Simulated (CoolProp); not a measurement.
Oxygen along the isobar 74.8 bar: fugacity coefficient from the reference equation and from simpler models built on Tc = -118.6 °C, pc = 50.46 bar, ω = 0.022; each cubic takes its own stable root.

Computed with CoolProp (reference Helmholtz-energy equation of state, Schmidt 1985).

```csv
T (°C),phase,reference,van der Waals,Redlich-Kwong
-210.95,liquid,0.0002389,0.006142,6.024e-5
-199.35,liquid,0.002195,0.02080,0.001067
-187.75,liquid,0.01038,0.05015,0.007167
-176.05,liquid,0.03254,0.09761,0.02731
-164.45,liquid,0.07629,0.1626,0.07118
-152.85,liquid,0.1470,0.2432,0.1450
-141.25,liquid,0.2451,0.3357,0.2480
-129.65,liquid,0.3659,0.4351,0.3724
-117.95,supercritical,0.5000,0.5360,0.5052
-106.35,supercritical,0.6217,0.6276,0.6201
-94.75,supercritical,0.7005,0.6971,0.6968
-83.15,supercritical,0.7561,0.7464,0.7516
```
